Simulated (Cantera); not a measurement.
## Pyrogenic steam for wet oxidation

An isothermal, constant-pressure homogeneous reactor starts with 36.7 % H2, 7.91 % O2, 55.4 % N2, at 1225 K and 0.132 atm.

Computed with Cantera and GRI-Mech 3.0 (53 species, 325 reactions). The temperature is held fixed by assumption; the heat of reaction is taken as removed at once.

```csv
t (s),x H2,x O2,x O,x N2O,x H2O2
0.000500,0.189,0.0151,0.00343,1.25e-9,9.86e-8
0.00125,0.177,0.000152,0.000320,1.96e-10,1.90e-8
0.00313,0.204,2.24e-5,5.33e-5,7.34e-11,7.24e-9
0.00783,0.217,3.32e-6,8.34e-6,2.81e-11,2.74e-9
0.0196,0.223,5.09e-7,1.30e-6,1.18e-11,1.04e-9
0.0490,0.225,7.99e-8,2.04e-7,1.07e-11,3.81e-10
0.122,0.226,1.28e-8,3.23e-8,3.10e-11,1.29e-10
0.306,0.226,2.08e-9,5.12e-9,6.87e-11,3.74e-11
0.766,0.226,3.40e-10,8.12e-10,7.88e-11,8.86e-12
1.92,0.227,5.53e-11,1.30e-10,4.15e-11,1.76e-12
4.79,0.227,8.99e-12,2.09e-11,1.09e-11,<1e-12
12.0,0.227,1.45e-12,3.38e-12,1.79e-12,<1e-12
30.0,0.227,<1e-12,<1e-12,<1e-12,<1e-12
```
x: mole fraction; the columns are a selection and need not sum to one.

Equilibrium at this temperature and pressure: H2 0.227, O2 <1e-12, O <1e-12, N2O <1e-12, H2O2 <1e-12 (gas phase only).
